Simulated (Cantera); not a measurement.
SO₂ + H₂ (abatement and gas-phase synthesis)

Input: 1 mol SO₂, 0.63 mol H₂, at 0.230 bar.

Cantera equilibrium calculation (NASA polynomials, part measured and part estimated; ideal gas, pure solids and liquids). Candidate condensed phases: H₂O, H₂SO₄, S; 19 gas species. Gases not in the tables: S₃ to S₇. Kinetics and transport are ignored.

| T (°C) | x SO₂ | x H₂O | x SO | x H₂ | x S₂ | x H₂S | x SH | x S |
|---|---|---|---|---|---|---|---|---|
| 677 | 0.482 | 0.401 | 1.64e-5 | 0.000881 | 0.0825 | 0.0291 | 4.36e-6 | 1.06e-9 |
| 827 | 0.477 | 0.406 | 0.000135 | 0.00290 | 0.0879 | 0.0209 | 2.96e-5 | 4.54e-8 |
| 977 | 0.476 | 0.406 | 0.000670 | 0.00713 | 0.0902 | 0.0159 | 0.000125 | 7.87e-7 |
| 1127 | 0.476 | 0.401 | 0.00234 | 0.0143 | 0.0901 | 0.0126 | 0.000380 | 7.35e-6 |
| 1277 | 0.476 | 0.391 | 0.00637 | 0.0247 | 0.0877 | 0.0101 | 0.000913 | 4.41e-5 |
| 1427 | 0.475 | 0.376 | 0.0144 | 0.0379 | 0.0828 | 0.00808 | 0.00183 | 0.000190 |
| 1577 | 0.471 | 0.359 | 0.0280 | 0.0530 | 0.0752 | 0.00640 | 0.00315 | 0.000629 |
| 1727 | 0.464 | 0.339 | 0.0484 | 0.0686 | 0.0649 | 0.00495 | 0.00477 | 0.00169 |
| 1877 | 0.452 | 0.318 | 0.0751 | 0.0832 | 0.0523 | 0.00368 | 0.00642 | 0.00378 |
| 2027 | 0.435 | 0.296 | 0.106 | 0.0950 | 0.0384 | 0.00259 | 0.00770 | 0.00719 |
x: gas mole fraction; nothing condenses.

From 677 °C to 2027 °C nothing is condensed.
